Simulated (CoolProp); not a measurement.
Properties of C2F6 (R116) at several states (Tc = 293.0 K, pc = 3.048 MPa, ω = 0.257).

Model: reference Helmholtz-energy equation of state, Lemmon 2006, in CoolProp. It is a short technical equation, of lower accuracy than the large ones.

| T (K) | p (MPa) | phase | Z | cv (kJ/(kg K)) | viscosity (µPa s) |
|---|---|---|---|---|---|
| 267.7 | 0.751 | gas | 0.8761 | 0.6825 | 12.6 |
| 321.8 | 0.0166 | gas | 0.9987 | 0.7472 | 15.2 |
| 419.2 | 5.2 | supercritical | 0.8683 | 0.8917 | 25.3 |
| 289.2 | 0.345 | gas | 0.9594 | 0.7027 | 13.7 |
| 358.6 | 4.11 | supercritical | 0.7651 | 0.8322 | 21.9 |
| 402.5 | 5.35 | supercritical | 0.8331 | 0.8775 | 25.2 |

Viscosity comes from a separate model (Huber 2003), an estimate that may be off by 10 % or more.
